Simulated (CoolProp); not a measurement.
Properties of acetone along the isotherm 150.15 °C (Tc = 235.0 °C, pc = 46.92 bar, ω = 0.307).

Values from CoolProp's reference Helmholtz-energy equation of state, Lemmon 2006. It is a short technical equation, of lower accuracy than the large ones.

```
p (bar)   phase        Z  Joule-Thomson coefficient (K/MPa)  isothermal compressibility (1/MPa)  expansivity (1/kK)
-------  ------  -------  ---------------------------------  ----------------------------------  ------------------
31.3     liquid  0.08242                            0.07022                            0.005815               2.635
62.6     liquid   0.1621                          -0.002567                            0.004863               2.352
93.8     liquid   0.2395                           -0.05556                            0.004206               2.149
125      liquid   0.3153                           -0.09638                            0.003720               1.991
156      liquid   0.3892                            -0.1288                            0.003347               1.866
188      liquid   0.4643                            -0.1563                            0.003039               1.760
219      liquid   0.5360                            -0.1786                            0.002795               1.673
250      liquid   0.6068                            -0.1976                            0.002590               1.598
282      liquid   0.6790                            -0.2145                            0.002411               1.530
313      liquid   0.7482                            -0.2288                            0.002261               1.472
344      liquid   0.8167                            -0.2414                            0.002130               1.421
375      liquid   0.8846                            -0.2527                            0.002015               1.375
407      liquid   0.9541                            -0.2631                            0.001909               1.331
438      liquid    1.021                            -0.2721                            0.001818               1.293
469      liquid    1.087                            -0.2803                            0.001735               1.258
```
